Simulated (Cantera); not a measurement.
Feed: 1 mol Si3N4, 0.021 mol CO2, 93 mol H2, equilibrated at 2.50e-5 bar.

These are equilibrium values from Cantera (NASA tables, ideal gas, pure condensed phases), not measurements of a reactor. Candidate condensed phases: C, C6H6, C7H8, C8H18, H2O, Si, SiC, SiO2, Si2N2O, Si3N4; 151 gas species. Mutual solubility and eutectic melting of coexisting phases are not modelled. Kinetics and transport are ignored. All values below are at 1573 K.

Base state: H2 0.968, N2 0.0209, H 0.00800, Si 0.00220, SiO 0.000424, SiH 2.61e-5, CO 1.48e-5 (mole fractions); condensed: Si(s) + SiC(s).

Problem. What changes in the equilibrium state with this change: pressure from 2.50e-5 bar to 0.133 bar?

Solution. 
```csv
species,before,after
H2,0.968,0.998
N2,0.0209,0.00140
H,0.00800,0.000111
SiO,0.000424,3.52e-5
Si,0.00220,4.12e-7
SiH,2.61e-5,3.62e-7
CO,1.48e-5,1.23e-6
"Si(s), mol",2.72,0.152
"SiC(s), mol",0.0188,0.0206
"Si2N2O(s), mol",0,0.0386
"Si3N4(s), mol",0,0.916
```
